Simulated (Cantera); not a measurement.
A freely propagating, adiabatic, planar premixed flame of 46.9 % H2, 11.2 % O2, 42.0 % N2, equivalence ratio 2.1, unburnt at 525 K and 3.40 bar; unity-Lewis-number transport, grid criteria slope 0.08 and curve 0.16, no radiation.

Cantera simulation using the H2/O2 subset of GRI-Mech 3.0, which has no nitrogen chemistry; the numbers are that mechanism's predictions, not measurements. The hydrogen kinetics of GRI-Mech 3.0 are dated; newer H2 mechanisms differ, most at raised pressure. Unity Lewis numbers drop preferential diffusion, which matters most where H2 and H carry the flame. Burning velocities carry a grid error of a few per cent, more on coarse grids.

### Question
Predict: laminar burning velocity; thermal thickness; peak x(O); peak x(HO2); peak x(OH).

### Answer
```
Property                      Value
------------------------  ---------
laminar burning velocity   447 cm/s
thermal thickness         0.0850 mm
peak x(O)                   0.00174
peak x(HO2)                0.000511
peak x(OH)                  0.00390
```
